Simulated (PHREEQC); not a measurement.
3.1 g of hydrous ferric oxide (600 m²/g; 0.2 weak and 0.005 strong sites per Fe, Dzombak-Morel constants, diffuse double layer) in 1 kg of water with 0.005 mol/kgw of an inert sodium salt and 0.014 mol/kgw NaH2PO4, at 25 °C; the pH is set by adding NaOH or the inert anion's acid. Oxygen is held at 0.21 atm. The system is closed to CO2. Precipitation was switched off in this run.

Base run: PHREEQC, ion-association model, wateq4f.dat. Each further column changes one thing. The table gives surface potential ψ (mV).

```
pH    base  background salt from 0.005 to 0.0005 mol/kgw  oxide from 3.1 to 16 g/kgw  0.0055 mol/kgw ZnSO4 added
----  ----  --------------------------------------------  --------------------------  --------------------------
3       26                                             ?                         149                          20
4.33     2                                             2                         121                           2
5      -20                                             ?                          97                         -18
5.67   -43                                           -44                          68                         -40
7      -83                                             ?                           ?                         -40
8.33   -98                                           -98                         -69                         -12
9     -103                                          -103                         -93                         -13
9.67  -109                                          -110                        -107                         -23
11    -130                                          -131                           ?                           ?
```

Question: Some entries are withheld; supply them.

Answer: 
- 3, background salt from 0.005 to 0.0005 mol/kgw: 28
- 5, background salt from 0.005 to 0.0005 mol/kgw: -21
- 7, background salt from 0.005 to 0.0005 mol/kgw: -84
- 7, oxide from 3.1 to 16 g/kgw: -1
- 11, oxide from 3.1 to 16 g/kgw: -129
- 11, 0.0055 mol/kgw ZnSO4 added: -49

H3PO4, which wateq4f.dat lacks, is added to it with the constant of phreeqc.dat. The oxide is taken as insoluble; below pH 4 it would dissolve. In at least one series the solution becomes supersaturated in solids that the run did not let form, among them Zn(OH)2-e, Zn4(OH)6SO4, Zn3(PO4)2:4w. The database has no phosphate complexes of Zn.
